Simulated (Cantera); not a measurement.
A perfectly stirred reactor is fed with CH₄ : CO : O₂ : N₂ = 1 : 0.096 : 1.14 : 4.28 (molar parts), at 0.987 atm; it is adiabatic with a 300 K inlet, and is followed from long to short residence time, starting on the burning branch (τ in s: 0.087, 0.036, 0.015, 0.0062, 0.0026, 0.0011, 0.00045, 0.00019, 7.7e-05, 3.2e-05).

Cantera simulation using GRI-Mech 3.0 (53 species, 325 reactions); the numbers are that mechanism's predictions, not measurements.

x: mole fraction; the columns are a selection and need not sum to one.

| τ (s) | T (K) | x CH₄ | x CO | x O₂ | x H₂O₂ | x C₂H₄ |
|---|---|---|---|---|---|---|
| 0.087 | 1765 | 0.00961 | 0.0885 | 0.00111 | … | 0.000152 |
| 0.036 | 1760 | 0.0110 | 0.0865 | 0.00212 | … | 0.000267 |
| 0.015 | 1746 | 0.0128 | 0.0861 | 0.00408 | … | 0.000488 |
| 0.0062 | 1705 | 0.0161 | 0.0875 | 0.00874 | … | 0.00101 |
| 0.0026 | 300 | 0.153 | 0.0147 | 0.175 | <1e-12 | <1e-12 |
| 0.0011 | 300 | 0.153 | 0.0147 | 0.175 | <1e-12 | <1e-12 |
| 0.00045 | 300 | 0.153 | 0.0147 | 0.175 | <1e-12 | <1e-12 |
| 0.00019 | 300 | 0.153 | 0.0147 | 0.175 | <1e-12 | <1e-12 |
| 7.7e-5 | 300 | 0.153 | 0.0147 | 0.175 | <1e-12 | <1e-12 |
| 3.2e-5 | 300 | 0.153 | 0.0147 | 0.175 | <1e-12 | <1e-12 |

Complete the blanks.


- 0.087, x H₂O₂: 8.76e-9
- 0.036, x H₂O₂: 1.87e-8
- 0.015, x H₂O₂: 4.10e-8
- 0.0062, x H₂O₂: 1.02e-7
